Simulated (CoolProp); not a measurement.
Saturation properties of isopentane (Tc = 187.2 °C, pc = 3.378 MPa, ω = 0.227).

Computed with CoolProp (reference Helmholtz-energy equation of state, Lemmon 2006). It is a short technical equation, of lower accuracy than the large ones.

```tsv
T (°C)	p (MPa)	vapour density (kg/m³)	enthalpy of vaporisation (kJ/kg)	liquid cp (kJ/(kg K))
-39.15	0.004534	0.1689	390.0	1.976
-25.55	0.009997	0.3533	381.0	2.033
-11.95	0.02004	0.6750	371.9	2.093
1.65	0.03708	1.197	362.5	2.157
15.25	0.06418	1.995	352.7	2.224
28.85	0.1050	3.159	342.5	2.294
42.45	0.1636	4.793	331.6	2.368
55.95	0.2440	7.002	320.1	2.446
69.55	0.3523	9.965	307.5	2.530
83.15	0.4934	13.85	293.8	2.622
96.75	0.6729	18.90	278.6	2.723
110.35	0.8969	25.43	261.8	2.838
123.95	1.172	33.93	242.7	2.976
```

It boils at 27.8 °C under 1 atm.
